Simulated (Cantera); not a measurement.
What does this Cantera script print?

```python
import numpy as np
import cantera as ct

gas_names = """
    O Li
""".split()
cond_names = """
    Li2O(s) Li2O(L)
""".split()


# ... load() reads the species with a 1 bar reference pressure and builds the phases ...
species = {s.name: s for s in load("nasa_gas.yaml", gas_names) + load("nasa_condensed.yaml", cond_names)}
# Each term lists the table entries of one substance; the one whose range holds T is used.
reactions = {
    'Li2O = O(g) + 2 Li(g)':
        [(-1, ['Li2O(s)', 'Li2O(L)']), (1, ['O']), (2, ['Li'])],
}


def pick(names, T):
    return next(species[n] for n in names if species[n].thermo.min_temp <= T <= species[n].thermo.max_temp)


results = []
for label, terms in reactions.items():
    print(label)
    print("     T/K   dH/kJ  dS/(J/K)   dG/kJ   log10 K")
    for T in [300, 2048, 2073, 2098, 2123, 2148]:
        used = [(nu, pick(names, T)) for nu, names in terms]
        dH = sum(nu * s.thermo.h(T) for nu, s in used) / 1e6
        dS = sum(nu * s.thermo.s(T) for nu, s in used) / 1e3
        dG = dH - T * dS / 1e3
        logK = -dG * 1e6 / (ct.gas_constant * T * np.log(10))
        results.append((label, T, dH, dS, dG, logK, [s.name for _, s in used]))
        print(f"{T:8g} {dH:8.1f} {dS:8.1f} {dG:8.1f} {logK:8.2f}")
```

Output:

```
Li2O = O(g) + 2 Li(g)
     T/K   dH/kJ  dS/(J/K)   dG/kJ   log10 K
     300   1166.5    400.7   1046.3  -182.17
    2048   1064.7    335.7    377.2    -9.62
    2073   1063.7    335.2    368.8    -9.29
    2098   1062.8    334.8    360.5    -8.97
    2123   1061.9    334.3    352.1    -8.66
    2148   1060.9    333.9    343.8    -8.36
```

Source: NASA polynomial tables (part measured, part estimated), evaluated in Cantera. Condensed species are held in their standard states even where they would react or evaporate.
